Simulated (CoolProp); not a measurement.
Vapour-liquid equilibrium of R22 (1) + R142b (2) at 0.783 MPa; x and y are mole fractions of (1).

Values from CoolProp's multi-fluid Helmholtz-energy mixture model, Kamei 1995 and Lemmon 2006; pair parameters Bell 2016.

Give the bubble temperature and the first vapour's composition at x = 0.35, 0.65, 0.875. Is there an azeotrope?

x = 0.35: 37.6 °C, y = 0.559; x = 0.65: 25.9 °C, y = 0.826; x = 0.875: 18.4 °C, y = 0.952. No azeotrope shows between x = 0.05 and 0.95.

Pair parameters are fitted to limited data, so mixtures are less certain than the pure fluids.
